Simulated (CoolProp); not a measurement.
Vapour-liquid equilibrium of R22 (1) + methanol (2) at 5.35 °C; x and y are mole fractions of (1).

The numbers come from the multi-fluid Helmholtz-energy mixture model, Kamei 1995 and de Reuck 1993; pair parameters Bell 2016 in CoolProp.

| x | bubble pressure (MPa) | y at the bubble point | dew pressure at overall composition x (MPa) | liquid density (mol/L) |
|---|---|---|---|---|
| 0.05 | 0.05595 | 0.902 | 0.005943 | 24.49 |
| 0.2 | 0.1828 | 0.972 | 0.007049 | 22.73 |
| 0.35 | 0.2805 | 0.984 | 0.008660 | 21.09 |
| 0.5 | 0.3577 | 0.989 | 0.01124 | 19.53 |
| 0.65 | 0.4226 | 0.992 | 0.01600 | 18.04 |
| 0.8 | 0.4854 | 0.995 | 0.02782 | 16.58 |
| 0.95 | 0.5597 | 0.998 | 0.1063 | 15.11 |

No azeotrope shows between x = 0.05 and 0.95.

Pair parameters are fitted to limited data, so mixtures are less certain than the pure fluids. With so large a gap from Raoult's law the liquid may split in two, which this calculation doesn't test in full.
